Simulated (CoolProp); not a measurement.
Aqueous methanol as a coolant, at 21 °C, 1 atm.

The numbers come from the Melinder's fits for secondary coolants in CoolProp.

```csv
mass %,freezing point (°C),viscosity (mPa s),cp (kJ/(kg K)),density (kg/m³),Prandtl number
5.1,-3.1,1.12,4.205,989.1,8.31
9.5,-6.2,1.26,4.198,982.1,9.72
13.9,-9.6,1.39,4.169,975.4,11.2
18.3,-13.5,…,…,968.9,12.6
22.7,-17.7,1.61,4.081,962.4,14.0
27.1,…,1.69,4.028,…,15.3
31.6,-27.6,1.75,…,…,…
36,-33.2,1.78,3.899,941.0,17.2
40.4,-39.3,1.78,3.820,933.3,17.7
44.8,-45.9,1.76,3.729,925.2,…
49.2,-53.1,1.72,3.627,916.7,17.9
```

Fill in the missing entries.


- 18.3, viscosity (mPa s): 1.51
- 18.3, cp (kJ/(kg K)): 4.128
- 27.1, freezing point (°C): -22.4
- 27.1, density (kg/m³): 955.6
- 31.6, cp (kJ/(kg K)): 3.968
- 31.6, density (kg/m³): 948.4
- 31.6, Prandtl number: 16.4
- 44.8, Prandtl number: 18.0
